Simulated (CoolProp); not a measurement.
R1336mzz(E) along the isobar 3290 kPa: fugacity coefficient from the reference equation and from simpler models built on Tc = 403.5 K, pc = 2779 kPa, ω = 0.413; each cubic takes its own stable root.

Values from CoolProp's reference Helmholtz-energy equation of state, Akasaka 2023.

```tsv
T (K)	phase	reference	van der Waals	Soave-Redlich-Kwong
235.7	liquid	0.003712	0.07834	0.003845
251.6	liquid	0.009178	0.1093	0.009433
267.4	liquid	0.01964	0.1459	0.02016
283.2	liquid	0.03753	0.1880	0.03863
299.1	liquid	0.06561	0.2356	0.06782
314.9	liquid	0.1057	0.2875	0.1099
330.8	liquid	0.1600	0.3434	0.1670
346.6	liquid	0.2284	0.4019	0.2391
362.5	liquid	0.3111	0.4626	0.3261
378.3	liquid	0.4051	0.5235	0.4238
394.2	liquid	0.5076	0.5840	0.5279
410	supercritical	0.6090	0.6407	0.6251
```
